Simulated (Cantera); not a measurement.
**BaF2 + HF + H2 (halide evaporation, hydrolysis and transport)**

Charge: 1 mol BaF2, 0.017 mol HF, 22 mol H2, equilibrated at 575 °C and 0.00150 bar.

Method: chemical equilibrium by Gibbs-energy minimisation in Cantera with the NASA 1993 tables (ideal gas, pure condensed phases). Candidate condensed phases: Ba, BaF2; 14 gas species. Kinetics and transport are ignored.

```yaml
x(H2): 0.999
x(HF): 0.000772
n(BaF2(s)): 1.00 mol
gas_amount: 22.02 mol
log10 activity of Ba(s) (absent): -22.62
```
